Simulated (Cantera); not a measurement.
Equilibrium for thermal oxidation and active oxidation of silicon: Si + CO₂ + H₂

A closed system holds: 1 mol Si, 0.7 mol CO₂, 14 mol H₂, equilibrated at 0.00180 Torr.

Equilibrium computed with Cantera from the NASA thermochemical tables; the gas is ideal and each condensed phase is pure. Candidate condensed phases: C, C₆H₆, C₇H₈, C₈H₁₈, H₂O, Si, SiC, SiO₂; 123 gas species. The numbers say what is thermodynamically allowed, not how fast it happens.

```
T (°C)   x H₂       x H   x SiO    x CO      x Si    x Si₂C    x SiH  n SiC(s)
------  -----  --------  ------  ------  --------  --------  -------  --------
952     0.909  0.000192  0.0552  0.0357   1.61e-7  1.68e-11  3.05e-9     0.150
1002    0.909  0.000454  0.0552  0.0357   1.02e-6  1.90e-10  1.44e-8     0.150
1052    0.908   0.00101  0.0552  0.0357   5.62e-6   1.78e-9  6.02e-8     0.150
1102    0.907   0.00211  0.0551  0.0357   2.73e-5   1.42e-8  2.27e-7     0.150
1152    0.905   0.00419  0.0550  0.0357  0.000119   9.71e-8  7.78e-7     0.149
1202    0.901   0.00795  0.0547  0.0358  0.000466   5.81e-7  2.44e-6     0.146
1252    0.894    0.0144  0.0539  0.0362   0.00165   3.05e-6  7.01e-6     0.137
1302    0.880    0.0252  0.0516  0.0377   0.00524   1.40e-5  1.82e-5     0.108
1352    0.856    0.0421  0.0459  0.0417    0.0145   5.43e-5  4.13e-5    0.0328
1402    0.827    0.0682  0.0431  0.0430    0.0183   2.04e-5  4.34e-5         0
1452    0.791     0.107  0.0422  0.0422    0.0180   3.59e-6  3.55e-5         0
```
x: gas mole fraction; n: condensed amount in mol.

From 952 °C to 1352 °C the condensed part is SiC(s). From 1402 °C to 1452 °C nothing is condensed. The main Si-bearing gas is SiO throughout.
